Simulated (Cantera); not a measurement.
Cantera run:

```python
import numpy as np
import cantera as ct

gas_names = """
    H HO2 H2 H2O H2O2 Hg O OH O2 O3
""".split()
cond_names = """
    H2O(s) H2O(L) Hg(cr) Hg(L) HgO(s)
""".split()


# ... load() reads the species with a 1 bar reference pressure and builds the phases ...
atoms = {
    'HgO': {'Hg': 1, 'O': 1},
    'O2': {'O': 2},
    'H2': {'H': 2},
}
top_T = {}  # K; cautious upper limits of use, not melting points


# ... equilibrate(T, P, feed) seeds the gas with the atoms and calls Mixture.equilibrate('TP', solver="vcs", rtol=1e-11, max_steps=5000) ...
results = []
feed = {'HgO': 1, 'O2': 0.59, 'H2': 1.3}  # mol
T = 573.15  # K
P = 140000  # Pa
mix = equilibrate(T, P, feed)
results.append((T, P, feed, dict(zip(mix.species_names, mix.species_moles))))
x = sorted(zip(gas.X, gas.species_names), reverse=True)
print(f"T = {T:g} K  P = {P:g} Pa  gas = {mix.phase_moles(0):.4g} mol")
print("   x: " + "  ".join(f"{s} {v:.3e}" for v, s in x if v > 0.001))
print("   condensed (mol): " + ("  ".join(f"{mix.phase(i).name} {mix.phase_moles(i):.4g}"
      for i in range(1, mix.n_phases) if mix.phase_moles(i) > 1e-12) or "none"))
```

It prints:

```
T = 573.15 K  P = 140000 Pa  gas = 1.42 mol
   x: H2O 9.154e-01  Hg 8.455e-02
   condensed (mol): HgO(s) 0.8799
```

Equilibrium computed with Cantera from the NASA thermochemical tables; the gas is ideal and each condensed phase is pure.
